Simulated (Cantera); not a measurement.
# Transport properties of process gases

Gas mixture: O2 = 0.66 (molar parts), at 1580 Torr, frozen composition.

Cantera's kinetic-theory transport with the Lennard-Jones parameters of GRI-Mech 3.0, ideal gas; thermal conductivity in the multicomponent form.

```csv
T (K),ρ (kg/m³),cp (J/kg/K),μ (µPa s),λ (mW/m/K),Pr,D (cm²/s) OH,D (cm²/s) CO2,D (cm²/s) CH4
400,2.02,941.4,25.6,33.9,0.712,0.257,0.127,0.182
550,1.47,987.2,32.1,44.6,0.711,0.442,0.224,0.316
700,1.15,1031,37.8,54.9,0.710,0.664,0.340,0.477
850,0.951,1065,43.0,64.6,0.709,0.919,0.475,0.662
1000,0.808,1090,47.9,73.7,0.709,1.21,0.625,0.869
1150,0.703,1109,52.5,82.1,0.709,1.52,0.791,1.10
```
D: mixture-averaged diffusion coefficient of that species in the mixture.
